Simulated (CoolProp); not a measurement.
The numbers come from the reference Helmholtz-energy equation of state, Lemmon 2003 in CoolProp. It is a pseudo-pure fit of the blend.

Task: For R404A, give the phase and the Z, Joule-Thomson coefficient (K/MPa), conductivity (mW/(m K)), Prandtl number at 74.05 °C and 7.47 MPa; 74.05 °C and 13.7 MPa; 74.05 °C and 18.7 MPa.

Result: 
- 74.05 °C and 7.47 MPa: supercritical; Z 0.292, Joule-Thomson coefficient 1.03, conductivity 57.9, Prandtl number 2.50
- 74.05 °C and 13.7 MPa: supercritical; Z 0.480, Joule-Thomson coefficient 0.285, conductivity 65.2, Prandtl number 2.38
- 74.05 °C and 18.7 MPa: supercritical; Z 0.625, Joule-Thomson coefficient 0.0789, conductivity 69.0, Prandtl number 2.42

Viscosity comes from a separate model (Geller 2000). Thermal conductivity comes from a separate model (Geller 2001).
